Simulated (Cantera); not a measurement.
Cantera run, input and output.

```python
import numpy as np
import cantera as ct

gas = ct.Solution("gri30.yaml")
gas.TPX = 1298, 101325, {'CO': 1, 'H2': 0.78, 'O2': 0.677, 'N2': 2.55}
reactor = ct.IdealGasConstPressureReactor(gas, energy="on", clone=False)
net = ct.ReactorNet([reactor])
net.rtol, net.atol = 1e-08, 1e-16
show = ['CO', 'H2', 'O2', 'NO', 'HO2']
times = np.geomspace(1e-06, 9, 15)

steps = ct.SolutionArray(gas, extra=["t"])
rows = []
print(f"{'t/s':>10s}{'T/K':>9s}{'P/Pa':>11s}" + "".join(f"{s:>11s}" for s in show))
for t in times:
    while net.time < t:
        t_next = net.step()
        steps.append(gas.state, t=t_next)
    rows.append([np.interp(t, steps.t, y) for y in (steps.T, steps.P, *steps(*show).X.T)])
    print(f"{t:10.3e}{rows[-1][0]:9.1f}{rows[-1][1]:11.4g}" + "".join(f"{x:11.3e}" for x in rows[-1][2:]))
rate = np.gradient(steps.T, steps.t)
print("integrator steps:", len(steps.t))
if steps.T.max() > steps.T[0] + 200:
    print(f"time of steepest temperature rise: {steps.t[rate.argmax()]:.4e} s")
gas.TPX = 1298, 101325, {'CO': 1, 'H2': 0.78, 'O2': 0.677, 'N2': 2.55}
gas.equilibrate("HP")
print(f"equilibrium (HP): T = {gas.T:.1f} K  " + "  ".join(f"{s} {gas[s].X[0]:.3e}" for s in show))
```

It prints:

```
       t/s      T/K       P/Pa         CO         H2         O2         NO        HO2
 1.000e-06   1298.0  1.013e+05  1.997e-01  1.558e-01  1.352e-01  3.210e-19  8.282e-09
 3.139e-06   1298.0  1.013e+05  1.997e-01  1.558e-01  1.352e-01  4.411e-18  2.863e-08
 9.851e-06   1298.0  1.013e+05  1.997e-01  1.558e-01  1.352e-01  5.929e-16  2.739e-07
 3.092e-05   1355.7  1.013e+05  1.960e-01  1.156e-01  1.152e-01  9.019e-08  4.943e-05
 9.703e-05   2294.3  1.013e+05  1.281e-01  2.917e-02  2.777e-02  9.681e-05  5.447e-06
 3.045e-04   2685.1  1.013e+05  1.193e-01  2.314e-02  1.836e-02  6.615e-04  4.184e-06
 9.558e-04   2768.1  1.013e+05  1.158e-01  2.163e-02  1.495e-02  2.979e-03  4.344e-06
 3.000e-03   2762.0  1.013e+05  1.163e-01  2.190e-02  1.385e-02  6.544e-03  4.052e-06
 9.416e-03   2760.3  1.013e+05  1.164e-01  2.198e-02  1.356e-02  7.494e-03  3.975e-06
 2.955e-02   2760.3  1.013e+05  1.164e-01  2.198e-02  1.356e-02  7.499e-03  3.975e-06
 9.275e-02   2760.3  1.013e+05  1.164e-01  2.198e-02  1.356e-02  7.499e-03  3.975e-06
 2.911e-01   2760.3  1.013e+05  1.164e-01  2.198e-02  1.356e-02  7.499e-03  3.975e-06
 9.136e-01   2760.3  1.013e+05  1.164e-01  2.198e-02  1.356e-02  7.499e-03  3.975e-06
 2.868e+00   2760.3  1.013e+05  1.164e-01  2.198e-02  1.356e-02  7.499e-03  3.975e-06
 9.000e+00   2760.3  1.013e+05  1.164e-01  2.198e-02  1.356e-02  7.499e-03  3.975e-06
integrator steps: 1325
time of steepest temperature rise: 3.4527e-05 s
equilibrium (HP): T = 2760.3 K  CO 1.164e-01  H2 2.198e-02  O2 1.356e-02  NO 7.499e-03  HO2 3.975e-06
```

Detailed kinetics in Cantera: GRI-Mech 3.0 (53 species, 325 reactions).
